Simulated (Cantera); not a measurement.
**Diamond growth**

A diamond (100) surface in a fixed gas of H2 with x(CH4) = 0.0023, x(H) = 0.019, at 925 K, 42.0 Torr; coverages are run to steady state.

Detailed kinetics in Cantera: the Harris–Goodwin 1993 mechanism for the reconstructed diamond (100) surface.

```tsv
x(CH3)	growth (µm/h)	θ c6HH	θ c6H*	θ c6*H	θ c6**	θ c6HM
1e-06	0.0204	0.667	0.0124	0.315	0.00550	3.98e-5
2.5e-06	0.0509	0.667	0.0124	0.315	0.00550	9.94e-5
6.3e-06	0.128	0.667	0.0124	0.314	0.00550	0.000251
1.6e-05	0.326	0.667	0.0124	0.314	0.00550	0.000636
4e-05	0.813	0.666	0.0124	0.314	0.00549	0.00159
0.0001	2.03	0.664	0.0124	0.313	0.00547	0.00396
0.00025	5.02	0.659	0.0123	0.311	0.00541	0.00981
0.00064	12.6	0.647	0.0120	0.305	0.00528	0.0246
0.0016	29.9	0.618	0.0115	0.291	0.00498	0.0585
```
θ: site fractions in the mechanism's names (c6HH fully hydrogenated, c6H* and c6*H radical sites, c6** diradical, c6HM methylated).
